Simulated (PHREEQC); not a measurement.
## Metal-bearing waste water: an equilibrium model

Dissolve 0.0012 mol/kgw FeCl3, 0.0007 mol/kgw MgSO4, 0.096 mol/kgw H2SO4 and 0.0067 mol/kgw NaCl at 25 °C. Closed to the air; pH follows from the charge balance.

Model: ion-association model, wateq4f.dat, run in PHREEQC.

Precipitation was switched off in this run.

**Question.** Predict the pH, ionic strength.

**Answer.** pH 1.03; ionic strength 0.145 mol/kgw.

**Question.** In which forms is Na present?

**Answer.** Na+ 97 %, NaSO4- 3.0 % of the Na.

Complexes and solids missing from the database can't appear.
